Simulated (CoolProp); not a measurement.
Vapour pressure (bar) of fluorine: the reference equation beside estimates from Tc = -128.7 °C, pc = 52.40 bar, ω = 0.045. Clausius-Clapeyron is anchored at -146.95 °C with a constant enthalpy of vaporisation of 4.343 kJ/mol.

Values from CoolProp's reference Helmholtz-energy equation of state, de Reuck 1990.

```json
[
 {"T (°C)": "-161.45", "reference": "9.936", "Clausius-Clapeyron": "13.29", "van der Waals": "17.15", "Redlich-Kwong": "10.09", "Soave-Redlich-Kwong": "10.09", "Peng-Robinson": "10.04"},
 {"T (°C)": "-159.35", "reference": "11.35", "Clausius-Clapeyron": "14.49", "van der Waals": "18.72", "Redlich-Kwong": "11.56", "Soave-Redlich-Kwong": "11.52", "Peng-Robinson": "11.46"},
 {"T (°C)": "-157.25", "reference": "12.89", "Clausius-Clapeyron": "[?]", "van der Waals": "20.38", "Redlich-Kwong": "13.18", "Soave-Redlich-Kwong": "13.10", "Peng-Robinson": "[?]"},
 {"T (°C)": "-155.25", "reference": "[?]", "Clausius-Clapeyron": "17.00", "van der Waals": "22.05", "Redlich-Kwong": "14.86", "Soave-Redlich-Kwong": "14.74", "Peng-Robinson": "14.64"},
 {"T (°C)": "-153.15", "reference": "16.34", "Clausius-Clapeyron": "18.37", "van der Waals": "23.88", "Redlich-Kwong": "16.78", "Soave-Redlich-Kwong": "16.62", "Peng-Robinson": "16.49"},
 {"T (°C)": "-151.05", "reference": "18.34", "Clausius-Clapeyron": "19.80", "van der Waals": "25.81", "Redlich-Kwong": "18.85", "Soave-Redlich-Kwong": "18.66", "Peng-Robinson": "18.51"},
 {"T (°C)": "-149.05", "reference": "20.41", "Clausius-Clapeyron": "21.21", "van der Waals": "27.74", "Redlich-Kwong": "20.99", "Soave-Redlich-Kwong": "20.76", "Peng-Robinson": "20.60"},
 {"T (°C)": "-146.95", "reference": "22.75", "Clausius-Clapeyron": "22.75", "van der Waals": "29.85", "Redlich-Kwong": "23.40", "Soave-Redlich-Kwong": "23.14", "Peng-Robinson": "22.96"},
 {"T (°C)": "-144.85", "reference": "25.28", "Clausius-Clapeyron": "24.34", "van der Waals": "32.07", "Redlich-Kwong": "25.99", "Soave-Redlich-Kwong": "25.71", "Peng-Robinson": "25.52"},
 {"T (°C)": "-142.75", "reference": "28.01", "Clausius-Clapeyron": "25.99", "van der Waals": "34.38", "Redlich-Kwong": "28.76", "Soave-Redlich-Kwong": "[?]", "Peng-Robinson": "28.27"},
 {"T (°C)": "-140.75", "reference": "30.80", "Clausius-Clapeyron": "27.62", "van der Waals": "36.67", "Redlich-Kwong": "31.58", "Soave-Redlich-Kwong": "31.28", "Peng-Robinson": "31.08"},
 {"T (°C)": "-138.65", "reference": "33.95", "Clausius-Clapeyron": "29.37", "van der Waals": "39.18", "Redlich-Kwong": "[?]", "Soave-Redlich-Kwong": "34.44", "Peng-Robinson": "34.25"},
 {"T (°C)": "-136.55", "reference": "37.34", "Clausius-Clapeyron": "31.18", "van der Waals": "41.78", "Redlich-Kwong": "38.08", "Soave-Redlich-Kwong": "37.81", "Peng-Robinson": "37.64"},
 {"T (°C)": "-134.55", "reference": "40.79", "Clausius-Clapeyron": "32.94", "van der Waals": "44.36", "Redlich-Kwong": "41.46", "Soave-Redlich-Kwong": "41.24", "Peng-Robinson": "41.08"}
]
```

Problem. Complete the blanks.

Solution. 
- -157.25, Clausius-Clapeyron: 15.75
- -157.25, Peng-Robinson: 13.02
- -155.25, reference: 14.50
- -142.75, Soave-Redlich-Kwong: 28.47
- -138.65, Redlich-Kwong: 34.73

Absolute difference from the reference over all 14 rows, mean and median: Clausius-Clapeyron 14.0 and 13.0 %, van der Waals 36.2 and 33.6 %, Redlich-Kwong 2.4 and 2.5 %, Soave-Redlich-Kwong 1.6 and 1.6 %, Peng-Robinson 0.9 and 0.9 %.
